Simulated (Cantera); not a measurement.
What does this Cantera script print?

```python
import numpy as np
import cantera as ct

gas = ct.Solution("gri30.yaml")
gas.TPX = 1050, 55000, {'CH2O': 0.0031, 'O2': 0.013, 'N2': 1, 'H2O': 0.018}
reactor = ct.IdealGasConstPressureReactor(gas, energy="off", clone=False)
net = ct.ReactorNet([reactor])
net.rtol, net.atol = 1e-08, 1e-18
show = ['CH2O', 'O2', 'N2O', 'CO', 'HCN', 'C2H4']
times = np.geomspace(3e-05, 7, 15)

steps = ct.SolutionArray(gas, extra=["t"])
rows = []
print(f"{'t/s':>10s}{'T/K':>9s}{'P/Pa':>11s}" + "".join(f"{s:>11s}" for s in show))
for t in times:
    while net.time < t:
        t_next = net.step()
        steps.append(gas.state, t=t_next)
    rows.append([np.interp(t, steps.t, y) for y in (steps.T, steps.P, *steps(*show).X.T)])
    print(f"{t:10.3e}{rows[-1][0]:9.1f}{rows[-1][1]:11.4g}" + "".join(f"{x:11.3e}" for x in rows[-1][2:]))
rate = np.gradient(steps.T, steps.t)
print("integrator steps:", len(steps.t))
if steps.T.max() > steps.T[0] + 200:
    print(f"time of steepest temperature rise: {steps.t[rate.argmax()]:.4e} s")
gas.TPX = 1050, 55000, {'CH2O': 0.0031, 'O2': 0.013, 'N2': 1, 'H2O': 0.018}
gas.equilibrate("TP")
print(f"equilibrium (TP): T = {gas.T:.1f} K  " + "  ".join(f"{s} {gas[s].X[0]:.3e}" for s in show))
```

It prints:

```
       t/s      T/K       P/Pa       CH2O         O2        N2O         CO        HCN       C2H4
 3.000e-05   1050.0    5.5e+04  2.998e-03  1.257e-02  4.624e-17  4.268e-09  3.517e-24  4.007e-32
 7.254e-05   1050.0    5.5e+04  2.998e-03  1.257e-02  2.624e-16  1.136e-08  1.095e-23  1.308e-31
 1.754e-04   1050.0    5.5e+04  2.998e-03  1.257e-02  1.457e-15  2.953e-08  3.011e-23  4.514e-31
 4.240e-04   1050.0    5.5e+04  2.998e-03  1.257e-02  8.286e-15  7.934e-08  8.281e-23  2.315e-30
 1.025e-03   1050.0    5.5e+04  2.998e-03  1.257e-02  4.829e-14  2.385e-07  2.519e-22  2.971e-29
 2.479e-03   1050.0    5.5e+04  2.997e-03  1.257e-02  2.971e-13  9.204e-07  9.797e-22  1.437e-27
 5.994e-03   1050.0    5.5e+04  2.992e-03  1.257e-02  2.278e-12  5.822e-06  6.221e-21  4.033e-25
 1.449e-02   1050.0    5.5e+04  2.907e-03  1.251e-02  3.175e-11  9.009e-05  1.113e-19  1.076e-21
 3.504e-02   1050.0    5.5e+04  1.302e-03  1.179e-02  3.734e-10  1.676e-03  1.418e-17  1.019e-18
 8.472e-02   1050.0    5.5e+04  1.756e-13  1.003e-02  4.833e-08  9.194e-04  1.920e-16 -1.738e-20
 2.048e-01   1050.0    5.5e+04  1.834e-15  9.647e-03  7.871e-08  1.496e-04  9.957e-17 -9.160e-21
 4.952e-01   1050.0    5.5e+04  9.759e-18  9.584e-03  8.888e-08  2.213e-05  6.823e-17 -4.270e-28
 1.197e+00   1050.0    5.5e+04  5.416e-19  9.575e-03  9.206e-08  2.860e-06  5.348e-17  5.884e-28
 2.895e+00   1050.0    5.5e+04  1.775e-19  9.574e-03  9.235e-08  3.313e-07  4.376e-17  2.490e-27
 7.000e+00   1050.0    5.5e+04  1.078e-19  9.573e-03  9.037e-08  3.014e-08  3.575e-17  2.871e-27
integrator steps: 1834
equilibrium (TP): T = 1050.0 K  CH2O 3.819e-28  O2 9.567e-03  N2O 8.083e-10  CO 1.277e-11  HCN 1.135e-30  C2H4 1.670e-67
```

Cantera simulation using GRI-Mech 3.0 (53 species, 325 reactions); the numbers are that mechanism's predictions, not measurements.
